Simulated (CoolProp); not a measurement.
A single-stage vapour-compression cycle with hydrogen chloride: evaporating at 256.15 K (dew point), condensing at 284.15 K (bubble point), superheat 8 K, subcooling 0 K, compressor efficiency 0.9, no pressure losses. Each further row changes one setting.

The numbers come from the reference Helmholtz-energy equation of state, Thol 2018 in CoolProp.

| case | cooling COP | pressure ratio | discharge temperature (K) | refrigerating effect (kJ/kg) | volumetric capacity (kJ/m³) |
|---|---|---|---|---|---|
| as stated | 6.50 | 2.11 | 329.8 | 302 | 9680 |
| evaporating temperature 261.15 K | ? | 1.83 | ? | 302 | 11200 |
| condensing temperature 279.15 K | 8.20 | 1.87 | ? | 313 | 10000 |
| subcooling 5 K | 6.73 | 2.11 | 329.8 | 313 | 10000 |
| superheat 18 K | ? | 2.11 | ? | 314 | 9440 |
| compressor efficiency 0.8 | 5.78 | 2.11 | 334.9 | 302 | 9680 |

### Question
Fill in the missing entries.

### Answer

- evaporating temperature 261.15 K, cooling COP: 8.23
- evaporating temperature 261.15 K, discharge temperature (K): 321.6
- condensing temperature 279.15 K, discharge temperature (K): 317.8
- superheat 18 K, cooling COP: 6.33
- superheat 18 K, discharge temperature (K): 343.3
